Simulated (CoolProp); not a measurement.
Saturation properties of propylene (Tc = 364.2 K, pc = 4555 kPa, ω = 0.146).

Computed with CoolProp (reference Helmholtz-energy equation of state, Lemmon 2013).

```csv
T (K),p (kPa),vapour density (kg/m³),vapour viscosity (µPa s),liquid conductivity (mW/(m K))
209.9,46.85,1.154,5.92,152
219,74.53,1.774,6.17,148
228.1,113.7,2.626,6.42,144
237.2,167.3,3.763,6.68,140
246.4,239.3,5.263,6.95,136
255.5,331.7,7.162,7.22,132
264.6,448.6,9.552,7.52,128
273.8,595.5,12.56,7.84,123
282.9,773.2,16.24,8.20,119
292,987.2,20.76,8.60,114
301.2,1245,26.37,9.07,110
310.3,1545,33.21,9.61,105
319.4,1894,41.69,10.3,100
328.6,2303,52.51,11.1,95.1
337.7,2769,66.44,12.1,90.1
```

It boils at 225.5 K under 1 atm.

Viscosity comes from a separate model (Huber 2003), an estimate that may be off by 10 % or more. Thermal conductivity comes from a separate model (Huber 2003), an estimate that may be off by 10 % or more.
